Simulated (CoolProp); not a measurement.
Aqueous propylene glycol as a coolant, 31 % by mass, freezing at -13.4 °C, 1 atm.

Model: Melinder's fits for secondary coolants, in CoolProp.

```csv
T (°C),viscosity (mPa s),conductivity (W/(m K)),cp (kJ/(kg K)),density (kg/m³)
-6.1,10.4,0.420,3.771,1035
0.8,7.19,…,3.790,1032
7.7,5.15,…,3.809,…
14.6,3.81,0.436,3.828,1027
21.5,2.92,…,…,1024
28.4,2.29,0.446,3.866,1021
35.3,1.85,0.452,3.885,1017
```

Some entries are withheld; supply them.


- 0.8, conductivity (W/(m K)): 0.425
- 7.7, conductivity (W/(m K)): 0.430
- 7.7, density (kg/m³): 1030
- 21.5, conductivity (W/(m K)): 0.441
- 21.5, cp (kJ/(kg K)): 3.847
